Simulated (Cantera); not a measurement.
Charge: 1 mol Ta2O5, a varied amount of C, 6 mol H2, at 9.75 Torr.

Cantera equilibrium calculation (NASA polynomials, part measured and part estimated; ideal gas, pure solids and liquids). Candidate condensed phases: C, C6H6, C7H8, C8H18, H2O, Ta, TaC, Ta2O5; 113 gas species. Mutual solubility and eutectic melting of coexisting phases are not modelled. TaC: taken at fixed stoichiometry. Condensed phases not in the tables: Ta2C, N, O or C dissolved in the metal. The numbers say what is thermodynamically allowed, not how fast it happens.

Stable condensed phases, one row left out:

```
T in K \ n(C) in mol
         0.72  1.4  2.1  2.7  3.4  4.1  4.8  5.4  6.1  6.8
   2623     A    B    C    C    C    C    C    D    D    D
   2323     B    B    B    B    B    B    C    D    D    D
   2173     B    B    B    B    B    B    B    D    D    D
   2023     B    B    B    B    E    E    F    F    F    F
   1873     F    F    F    F    F    F    F    F    F    F
   1723     F    F    F    F    F    F    F    F    F    F
   1573     F    F    F    F    F    F    F    F    F    F
   1423     F    F    F    F    F    F    F    F    F    F
   1273     F    F    F    F    F    F    F    F    F    F
   1123     F    F    F    F    F    F    F    F    F    F
    973     G    G    G    G    G    G    G    G    G    G
    823     G    G    H    H    H    H    H    H    H    H
```

A: Ta2O5; B: Ta + Ta2O5; C: Ta; D: Ta + TaC; E: Ta + TaC + Ta2O5; F: TaC + Ta2O5; G: C + TaC + Ta2O5; H: C + Ta2O5.

Problem. Give the row for 2473 K.

Solution. 0.72: Ta + Ta2O5; 1.4: Ta + Ta2O5; 2.1: Ta + Ta2O5; 2.7: Ta + Ta2O5; 3.4: Ta + Ta2O5; 4.1: Ta; 4.8: Ta; 5.4: Ta + TaC; 6.1: Ta + TaC; 6.8: Ta + TaC.
